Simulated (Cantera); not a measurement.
A freely propagating, adiabatic, planar premixed flame of 31.6 % H2, 14.4 % O2, 54.0 % N2, unburnt at 425 K and 0.220 bar; mixture-averaged transport, grid criteria slope 0.08 and curve 0.16, no radiation.

Model: the H2/O2 subset of GRI-Mech 3.0, which has no nitrogen chemistry, integrated in Cantera. Burning velocities carry a grid error of a few per cent, more on coarse grids.

Q: Predict: laminar burning velocity; thermal thickness; peak x(O); peak x(H); peak x(HO2); peak x(OH).

A: 
| Quantity | Value |
|---|---|
| laminar burning velocity | 381 cm/s |
| thermal thickness | 3.04 mm |
| peak x(O) | 0.0124 |
| peak x(H) | 0.0820 |
| peak x(HO2) | 0.000148 |
| peak x(OH) | 0.0161 |
